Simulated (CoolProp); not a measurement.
A closed Brayton cycle with carbon dioxide: compressor inlet 316.15 K and 7.8 MPa, high pressure 22.1 MPa, turbine inlet 815 K, compressor efficiency 0.8, turbine efficiency 0.9, recuperator effectiveness 0.9 (on enthalpy, no pinch check). Each further row changes one setting.

Values from CoolProp's reference Helmholtz-energy equation of state, Span 1996.

```tsv
case	thermal efficiency (%)	net work (kJ/kg)	compressor to turbine work	compressor exit (K)	turbine exit (K)
as stated	32.7	81.8	0.39	400.4	692.1
turbine inlet 765 K	30.8	72.3	0.42	400.4	646.6
compressor inlet 326.15 K	31.1	73.4	0.45	419.1	692.1
high pressure 18.8 MPa	31.8	72.2	0.37	386.8	710.7
recuperator effectiveness 0.5	21.3	81.8	0.39	400.4	692.1
```
